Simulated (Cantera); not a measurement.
Input: 1 mol C₃H₈, 0.69 mol O₂, 0.62 mol H₂, held at 1.70 mbar.

These are equilibrium values from Cantera (NASA tables, ideal gas, pure condensed phases), not measurements of a reactor. Candidate condensed phases: C, C₆H₆, C₇H₈, C₈H₁₈, H₂O; 110 gas species. Rates play no part. All values below are at 2402 °C.

Base state: H 0.600, H₂ 0.229, CO 0.160, C₂H₂ (acetylene) 0.00493, C₃ 0.00370, C₂H 0.00131, C 0.000926, C₂ 0.000353 (mole fractions); condensed: C(graphite).

Q: What changes in the equilibrium state with this change: pressure from 1.70 mbar to 0.100 bar?

A: 
```
species             before    after
----------------  --------  -------
H₂                   0.229    0.640
CO                   0.160    0.215
H                    0.600    0.131
C₂H₂ (acetylene)   0.00493   0.0138
C                 0.000926  1.57e-5
C₂                0.000353  6.00e-6
C₅                 2.25e-5  3.82e-7
C₃                 0.00370  6.30e-5
C(graphite), mol      1.40     1.43
```

Q: What changes in the equilibrium state with this change: O₂ from 0.69 to 0.39 mol?

A: 
| species | before | after |
|---|---|---|
| H | 0.600 | 0.634 |
| H₂ | 0.229 | 0.256 |
| CO | 0.160 | 0.0978 |
| C₂H₂ (acetylene) | 0.00493 | 0.00552 |
| C₄H₂ | 4.41e-5 | 4.93e-5 |
| C₂H | 0.00131 | 0.00138 |
| CH | 1.50e-5 | 1.58e-5 |
| C(graphite), mol | 1.40 | 2.01 |
